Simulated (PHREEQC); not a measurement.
Leach liquor (model solution)

A solution holds 0.0011 mol/kgw HCl, 0.00023 mol/kgw LiCl and 0.021 mol/kgw NiSO4, at 25 °C. Closed to the air; pH follows from the charge balance.

The numbers come from PHREEQC with the ion-association model, wateq4f.dat.

Each row changes one thing in this solution. Precipitation was switched off in this run.

```
case                                  pH  ionic strength (mol/kgw)
----------------------------------  ----  ------------------------
as made                             3.24                    0.0561
NiSO4 left out                      2.98                       ___
LiCl left out                       3.24                       ___
NiSO4 from 0.021 to 0.0315 mol/kgw  3.29                       ___
diluted 10-fold with water          4.04                   0.00729
```

Q: Fill in the missing entries.

A: 
- NiSO4 left out, ionic strength (mol/kgw): 0.00133
- LiCl left out, ionic strength (mol/kgw): 0.0558
- NiSO4 from 0.021 to 0.0315 mol/kgw, ionic strength (mol/kgw): 0.0795

Species that the database lacks are ignored.
